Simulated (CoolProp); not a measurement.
The numbers come from the reference Helmholtz-energy equation of state, Akasaka 2022 in CoolProp.

Problem. For R1233zd(E), give the phase and the cv (kJ/(kg K)), Joule-Thomson coefficient (K/MPa) at 341.6 K and 0.0214 MPa; 341.6 K and 0.739 MPa; 341.6 K and 1.15 MPa.

Solution. 
- 341.6 K and 0.0214 MPa: gas; cv 0.786, Joule-Thomson coefficient 19.8
- 341.6 K and 0.739 MPa: liquid; cv 0.879, Joule-Thomson coefficient -0.0901
- 341.6 K and 1.15 MPa: liquid; cv 0.879, Joule-Thomson coefficient -0.0981
